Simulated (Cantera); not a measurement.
Input (Python, Cantera):

```python
import numpy as np
import cantera as ct

surf = ct.Interface("ptcombust.yaml", "Pt_surf")
gas = surf.adjacent["gas"]
gas.TPX = 1123, 59000, {'CH4': 0.0075, 'O2': 0.13, 'N2': 0.79}
surf.TP = 1123, 59000
reactor = ct.FlowReactor(gas, clone=False)
reactor.area = 0.0001  # m2
reactor.surface_area_to_volume_ratio = 890  # 1/m
reactor.mass_flow_rate = 0.16 * reactor.area * gas.density  # inlet velocity 0.16 m/s
reactor.energy_enabled = False
wall = ct.ReactorSurface(surf, reactor, clone=False)
net = ct.ReactorNet([reactor])
net.rtol, net.atol = 1e-8, 1e-16
show, cover = ['CH4', 'O2', 'H2O', 'CO2', 'CO'], ['PT(S)', 'H(S)', 'O(S)', 'OH(S)', 'CO(S)', 'C(S)']

rows = []
print(f"{'z/m':>9s}{'u/(m/s)':>9s}" + "".join(f"{s:>13s}" for s in show + cover))
for z in [4.2e-05, 9.1e-05, 0.0002, 0.00042, 0.00091, 0.002, 0.0042]:
    net.advance(z)
    rows.append([reactor.speed, *gas[show].X, *surf[cover].coverages])
    print(f"{z:9.4g}{rows[-1][0]:9.3g}" + "".join(f"{x:13.4e}" for x in rows[-1][1:]))
```

Output:

```
      z/m  u/(m/s)          CH4           O2          H2O          CO2           CO        PT(S)         H(S)         O(S)        OH(S)        CO(S)         C(S)
  4.2e-05     0.16   7.5916e-03   1.3918e-01   9.8686e-04   4.8575e-04   7.3111e-06   3.4780e-01   3.2303e-07   6.5181e-01   3.8312e-04   5.6072e-06   6.1025e-08
  9.1e-05     0.16   7.0506e-03   1.3810e-01   2.0647e-03   1.0244e-03   6.7984e-06   3.4810e-01   4.4664e-07   6.5136e-01   5.2942e-04   5.2218e-06   5.6828e-08
   0.0002     0.16   5.9754e-03   1.3596e-01   4.2027e-03   2.0920e-03   5.7779e-06   3.4876e-01   6.2451e-07   6.5050e-01   7.3849e-04   4.4512e-06   4.8435e-08
  0.00042     0.16   4.2644e-03   1.3257e-01   7.5970e-03   3.7847e-03   4.1490e-06   3.4987e-01   8.3548e-07   6.4914e-01   9.8335e-04   3.2081e-06   3.4892e-08
  0.00091     0.16   1.9888e-03   1.2808e-01   1.2100e-02   6.0262e-03   1.9724e-06   3.5142e-01   1.0574e-06   6.4734e-01   1.2361e-03   1.5191e-06   1.6485e-08
    0.002     0.16   3.5511e-04   1.2484e-01   1.5340e-02   7.6372e-03   4.0257e-07   3.5259e-01   1.1954e-06   6.4602e-01   1.3902e-03   2.7962e-07   2.9722e-09
   0.0042     0.16   1.0714e-05   1.2412e-01   1.6051e-02   7.9970e-03   4.3767e-08   3.5286e-01   1.2240e-06   6.4572e-01   1.4219e-03   1.2141e-08   8.9873e-11
```

Computed with Cantera and Deutschmann's 1995 Pt surface mechanism with GRI-Mech 3.0 gas chemistry. Catalytic surfaces can have several steady states; this one follows from the mechanism file's or the stated starting coverage. Mass transfer to the wall is taken as infinitely fast.
